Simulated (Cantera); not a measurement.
A Cantera script and what it prints.

```python
import numpy as np
import cantera as ct

gas_names = """
    Fe FeO Fe(OH)2 H HO2 H2 H2O H2O2 H2S H2SO4 O OH O2 O3 S SH SO SO2 SO3 S2 S2O S8
""".split()
cond_names = """
    Fe(a) Fe(c) Fe(d) Fe(L) FeO(s) FeO(L) Fe(OH)2(s) Fe(OH)3(s) FeS(a) FeS(b) FeS(c) FeS(L) FeSO4(s)
    FeS2(s) Fe2O3(s) Fe2S3O12(s) Fe3O4(s) H2O(s) H2O(L) H2SO4(L) S(cr1) S(cr2) S(L)
""".split()


# ... load() reads the species with a 1 bar reference pressure and builds the phases ...
atoms = {
    'FeS': {'Fe': 1, 'S': 1},
    'H2S': {'H': 2, 'S': 1},
    'O2': {'O': 2},
}
top_T = {'FeSO4(s)': 950, 'FeS2(s)': 1010, 'Fe2O3(s)': 1830, 'Fe2S3O12(s)': 1100, 'Fe3O4(s)': 1870}  # K; cautious upper limits of use, not melting points


# ... equilibrate(T, P, feed) seeds the gas with the atoms and calls Mixture.equilibrate('TP', solver="vcs", rtol=1e-11, max_steps=5000) ...
results = []
feed = {'FeS': 1, 'H2S': 0.42, 'O2': 8.9}  # mol
T = 1150  # K
P = 10000  # Pa
mix = equilibrate(T, P, feed)
results.append((T, P, feed, dict(zip(mix.species_names, mix.species_moles))))
print(gas.report(threshold=0.0001))
for i in range(1, mix.n_phases):
    print(f"{mix.phase(i).name:16s} {mix.phase_moles(i):12.5e} mol")
```

It prints:

```
       temperature   1150 K
          pressure   10000 Pa
           density   0.03875 kg/m^3
  mean mol. weight   37.051 kg/kmol
   phase of matter   gas

                          1 kg             1 kmol
                     ---------------   ---------------
          enthalpy       -9.1176e+05       -3.3782e+07  J
   internal energy       -1.1698e+06       -4.3344e+07  J
           entropy            7682.9        2.8466e+05  J/K
    Gibbs function       -9.7471e+06       -3.6114e+08  J
 heat capacity c_p            1068.7             39596  J/K
 heat capacity c_v            844.27             31281  J/K

                      mass frac. Y      mole frac. X     chem. pot. / RT
                     ---------------   ---------------   ---------------
               H2O          0.024633          0.050662           -55.896
                O2           0.67193           0.77804           -29.515
               SO2           0.26694            0.1544            -68.45
               SO3          0.036499          0.016892           -83.208
     [  +18 minor]        1.4468e-06        2.7105e-06

Fe(a)             0.00000e+00 mol
FeO(s)            0.00000e+00 mol
Fe(OH)2(s)        0.00000e+00 mol
Fe(OH)3(s)        0.00000e+00 mol
FeS(c)            0.00000e+00 mol
Fe2O3(s)          5.00000e-01 mol
Fe3O4(s)          0.00000e+00 mol
S(L)              0.00000e+00 mol
```

Method: chemical equilibrium by Gibbs-energy minimisation in Cantera with the NASA 1993 tables (ideal gas, pure condensed phases).
